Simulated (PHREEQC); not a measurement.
A solution holds 0.0031 mol HF, 0.016 mol NaF and 0.016 mol H2SO4 per kg of water, at 25 °C. Closed to the air; pH follows from the charge balance.

Equilibrium calculation in PHREEQC: ion-association model, phreeqc.dat.

```json
[
 {"quantity": "pH", "before": "1.99", "after": "3.55"},
 {"quantity": "ionic strength (mol/kgw)", "before": "0.0371", "after": "0.000607"},
 {"quantity": "HF (mol/kgw)", "before": "0.0175", "after": "5.58e-5"},
 {"quantity": "F- (mol/kgw)", "before": "0.00140", "after": "0.000135"},
 {"quantity": "HF2- (mol/kgw)", "before": "9.39e-5", "after": "2.89e-8"},
 {"quantity": "NaF (mol/kgw)", "before": "8.70e-6", "after": "1.17e-8"}
]
```

### Question
Name the change that produced these shifts.
A) diluted 100-fold with water
B) H2SO4 left out
C) 0.00023 mol/kgw HNO3 added
D) diluted 10-fold with water

### Answer
A, diluted 100-fold with water

This is a speciation only: nothing precipitates in the calculation.
